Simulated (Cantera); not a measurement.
Charge: 1 mol Si2Cl6, 1.4 mol HCl, 330 mol H2, 0.058 mol CH4, held at 1.00 Torr.

Cantera equilibrium calculation (NASA polynomials, part measured and part estimated; ideal gas, pure solids and liquids). Candidate condensed phases: C, C6H6, C7H8, C8H18, Si, SiC; 109 gas species. The feed counts by its element totals alone. Mutual solubility and eutectic melting of coexisting phases are not modelled. The tables' values for SiCl3, SiCl are old estimates; treat these amounts as uncertain. Gases not in the tables: Si2H6 and higher silanes. Kinetics and transport are ignored.

log p: log10 of the partial pressure in bar; n: condensed amount in mol.

| T (°C) | log p H2 | log p HCl | log p H | log p SiCl4 | log p SiCl2 | log p Si | n Si(s) | n SiC(s) | n Si(l) |
|---|---|---|---|---|---|---|---|---|---|
| 575 | -2.88 | -5.11 | -12.16 | -5.35 | -7.26 | <-14 | 0.489 | 0.0580 | 0 |
| 675 | -2.88 | ___ | ___ | ___ | ___ | <-14 | ___ | 0.0580 | 0 |
| 775 | -2.88 | -4.59 | -9.55 | -6.59 | -6.02 | -14.68 | 1.57 | 0.0580 | 0 |
| 875 | -2.88 | -4.57 | -8.59 | -7.74 | -5.92 | -12.74 | 1.62 | 0.0580 | 0 |
| 975 | -2.88 | -4.57 | -7.77 | -8.77 | -5.86 | -11.11 | 1.59 | 0.0580 | 0 |
| 1075 | -2.88 | -4.58 | ___ | ___ | -5.82 | ___ | 1.56 | 0.0580 | 0 |
| 1175 | -2.88 | -4.58 | -6.48 | -10.41 | -5.79 | -8.53 | 1.53 | 0.0580 | 0 |
| 1275 | -2.88 | -4.59 | -5.95 | -11.07 | -5.76 | -7.50 | 1.50 | 0.0580 | 0 |
| 1375 | -2.89 | -4.59 | -5.49 | -11.65 | -5.74 | -6.59 | 1.40 | 0.0577 | 0 |
| 1475 | -2.89 | -4.59 | -5.08 | -12.20 | -5.77 | -5.84 | 0 | 0.0550 | 1.08 |

**Question.** Some entries are withheld; supply them.

**Answer.** 
- 675, log p HCl: -4.74
- 675, log p H: -10.72
- 675, log p SiCl4: -5.70
- 675, log p SiCl2: -6.41
- 675, n Si(s): 1.14
- 1075, log p H: -7.08
- 1075, log p SiCl4: -9.65
- 1075, log p Si: -9.73
